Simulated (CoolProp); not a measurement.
Computed with CoolProp (reference Helmholtz-energy equation of state, Lemmon 2005). It is a short technical equation, of lower accuracy than the large ones.

Q: For isobutene, give the phase and the density (kg/m³), cv (kJ/(kg K)), Joule-Thomson coefficient (K/MPa), isothermal compressibility (1/MPa) at 304.7 K and 0.851 MPa; 225.2 K and 0.0429 MPa; 149.7 K and 3.08 MPa.

A: 
- 304.7 K and 0.851 MPa: liquid; density 581, cv 1.66, Joule-Thomson coefficient -0.230, isothermal compressibility 0.00349
- 225.2 K and 0.0429 MPa: liquid; density 671, cv 1.44, Joule-Thomson coefficient -0.463, isothermal compressibility 0.00131
- 149.7 K and 3.08 MPa: liquid; density 750, cv 1.33, Joule-Thomson coefficient -0.555, isothermal compressibility 0.000625
